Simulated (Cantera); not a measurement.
**Thermodynamics of silicon epitaxy and polysilicon growth, feed SiH2Cl2 + H2**

A closed system holds: 1 mol SiH2Cl2, 410 mol H2, equilibrated at 1475 K and 0.100 bar.

These are equilibrium values from Cantera (NASA tables, ideal gas, pure condensed phases), not measurements of a reactor. Candidate condensed phases: Si; 19 gas species. The numbers say what is thermodynamically allowed, not how fast it happens.

| Quantity | Result |
|---|---|
| x(H2) | 0.995 |
| x(HCl) | 0.00471 |
| x(SiCl2) | 7.02e-5 |
| x(H) | 4.09e-5 |
| x(SiH2) | 1.07e-6 |
| n(Si(s)) | 0.970 mol |
| gas amount | 412.0 mol |
